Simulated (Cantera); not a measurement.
Charge: 1 mol TEOS, 8.2 mol N2O, 2.8 mol H2, at 1300 K and 0.0133 bar.

Method: chemical equilibrium by Gibbs-energy minimisation in Cantera with the NASA 1993 tables (ideal gas, pure condensed phases). Candidate condensed phases: C, C6H6, C7H8, C8H18, H2O, Si, SiC, SiO2, Si2N2O, Si3N4; 151 gas species. The feed counts by its element totals alone. The tables hold silica as quartz up to 1696 K and as liquid above; real silica turns to tridymite and cristobalite and melts near 1996 K. Equilibrium is a limit: real reactors are often held back by kinetics, nucleation or transport.

Base state: H2 0.386, N2 0.283, CO 0.255, H2O 0.0552, CO2 0.0207 (mole fractions); condensed: SiO2(β-quartz).

Problem. What changes in the equilibrium state with this change: temperature from 1300 K to 648 K?

Solution. 
```
species               before    after
-------------------  -------  -------
N2                     0.283    0.349
H2                     0.386    0.309
H2O                   0.0552    0.167
CO                     0.255   0.0147
CO2                   0.0207    0.126
CH4                  3.39e-9   0.0347
NH3                  2.11e-7  2.61e-5
SiO2(β-quartz), mol     1.00        0
C(graphite), mol           0     3.87
SiO2(α-quartz), mol        0     1.00
```

Problem. What changes in the equilibrium state with this change: temperature from 1300 K to 1750 K?

Solution. 
| species | before | after |
|---|---|---|
| H2 | 0.386 | 0.377 |
| N2 | 0.283 | 0.282 |
| CO | 0.255 | 0.263 |
| H2O | 0.0552 | 0.0638 |
| CO2 | 0.0207 | 0.0123 |
| SiO | 1.10e-9 | 0.000355 |
| OH | 1.11e-8 | 1.23e-5 |
| H | 5.95e-6 | 0.00124 |
| SiO2(β-quartz), mol | 1.00 | 0 |
| SiO2(condensed), mol | 0 | 0.990 |

Problem. What changes in the equilibrium state with this change: TEOS replaced by Si2H6?

Solution. 
```json
[
 {"species": "N2", "before": "0.283", "after": "0.586"},
 {"species": "H2O", "before": "0.0552", "after": "0.300"},
 {"species": "H2", "before": "0.386", "after": "0.114"},
 {"species": "CO", "before": "0.255", "after": "0"},
 {"species": "CO2", "before": "0.0207", "after": "0"},
 {"species": "SiO2(β-quartz), mol", "before": "1.00", "after": "2.00"}
]
```
